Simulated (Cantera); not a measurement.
Input: 1 mol C3H6, 0.34 mol CO2, 0.23 mol NH3, held at 100000 Pa.

Equilibrium computed with Cantera from the NASA thermochemical tables; the gas is ideal and each condensed phase is pure. Candidate condensed phases: C, C6H6, C7H8, C8H18, H2O; 136 gas species. The numbers say what is thermodynamically allowed, not how fast it happens.

At 875 °C, list the 4 most abundant gas species with their mole fractions, and the condensed phases.

H2 0.790, CO 0.160, N2 0.0284, CH4 0.0148. Condensed: C(graphite).
